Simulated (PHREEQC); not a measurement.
1 kg of water holding 0.063 mol/kgw CaCl2 and 0.43 mol/kgw NaCl is evaporated at 25 °C; the solids stay in contact with the brine. The system is closed to CO2. The run lets Halite, Portlandite precipitate or redissolve, and no other solid.

The numbers come from PHREEQC with the Pitzer model, pitzer.dat.

### Question
Predict ionic strength, water activity at water left (kg) = 0.6755, 0.1407, 0.07809, 0.05275, 0.02407.

### Answer
| water left (kg) | ionic strength | water activity |
|---|---|---|
| 0.6755 | 0.916 | 0.974 |
| 0.1407 | 4.40 | 0.855 |
| 0.07809 | 7.20 | 0.739 |
| 0.05275 | 7.73 | 0.731 |
| 0.02407 | 9.98 | 0.678 |

Species that the database lacks are ignored.
